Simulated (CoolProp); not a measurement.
Properties of n-perfluoropentane along the isobar 2.77 MPa.

Values from CoolProp's reference Helmholtz-energy equation of state, Gao 2022.

| T (K) | phase | Z | cp (kJ/(kg K)) | cv (kJ/(kg K)) | expansivity (1/kK) | fugacity coefficient |
|---|---|---|---|---|---|---|
| 396.1 | liquid | 0.1993 | ? | 0.9558 | 5.127 | 0.3768 |
| 411 | liquid | 0.2106 | 1.359 | 0.9805 | 7.626 | 0.4625 |
| 425.8 | supercritical | 0.2386 | 1.627 | 1.013 | 16.32 | 0.5490 |
| 440.6 | supercritical | 0.3885 | 2.267 | 1.049 | 43.21 | ? |
| 455.5 | supercritical | 0.5515 | 1.441 | 1.036 | 15.80 | 0.6771 |
| 470.3 | supercritical | 0.6396 | 1.267 | 1.034 | 9.633 | 0.7171 |
| 485.2 | supercritical | 0.7005 | 1.202 | 1.037 | 7.062 | 0.7507 |
| 500 | supercritical | 0.7462 | ? | ? | 5.661 | 0.7793 |

### Question
Some entries are withheld; supply them.

### Answer

- 396.1, cp (kJ/(kg K)): 1.266
- 440.6, fugacity coefficient: 0.6249
- 500, cp (kJ/(kg K)): 1.173
- 500, cv (kJ/(kg K)): 1.043

The peak of cp marks the crossing from liquid-like to gas-like fluid above the critical point.
